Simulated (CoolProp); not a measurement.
Ethanol at several states: fugacity coefficient from the reference equation and from simpler models built on Tc = 241.6 °C, pc = 62.68 bar, ω = 0.644; each cubic takes its own stable root.

The numbers come from the reference Helmholtz-energy equation of state, Schroeder 2014 in CoolProp.

```csv
T (°C),p (bar),phase,reference,van der Waals,Redlich-Kwong,Soave-Redlich-Kwong,Peng-Robinson
154.75,51.3,liquid,0.2034,0.4793,0.3494,0.2104,0.2056
100.85,1.35,gas,0.9692,0.9865,0.9821,0.9771,0.9762
-45.85,37,liquid,9.163e-6,0.02292,0.0006525,5.192e-6,7.068e-6
126.85,201,liquid,0.03511,0.1638,0.08747,0.03889,0.03687
```
